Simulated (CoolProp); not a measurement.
A closed Brayton cycle with dry air: compressor inlet 329.15 K and 3.6 MPa, high pressure 12.6 MPa, turbine inlet 815 K, compressor efficiency 0.85, turbine efficiency 0.9, recuperator effectiveness 0.95 (on enthalpy, no pinch check). Each further row changes one setting.

Values from CoolProp's reference Helmholtz-energy equation of state, Lemmon 2000. It is a pseudo-pure fit of the blend.

| case | thermal efficiency (%) | net work (kJ/kg) | compressor to turbine work | compressor exit (K) | turbine exit (K) |
|---|---|---|---|---|---|
| as stated | 24.7 | 59.2 | 0.74 | 496.1 | 606.0 |
| turbine inlet 765 K | 20.1 | 44.8 | 0.79 | 496.1 | 567.0 |
| compressor inlet 339.15 K | 22.6 | 53.8 | 0.77 | 510.8 | 606.0 |
| high pressure 10.7 MPa | 27.5 | 59.4 | 0.71 | 471.0 | 630.0 |
| recuperator effectiveness 0.5 | 20.3 | 59.2 | 0.74 | 496.1 | 606.0 |
